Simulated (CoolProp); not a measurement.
Model: reference Helmholtz-energy equation of state, Lemmon 2006, in CoolProp. It is a short technical equation, of lower accuracy than the large ones.

Question: Give the vapour pressure (bar), liquid density (kg/m³), vapour density (kg/m³), enthalpy of vaporisation (kJ/kg) of saturated carbonyl sulfide at -23.95 °C.

Answer: 
```tsv
T (°C)	p (bar)	liquid density (kg/m³)	vapour density (kg/m³)	enthalpy of vaporisation (kJ/kg)
-23.95	2.96	1120	9.15	290
```
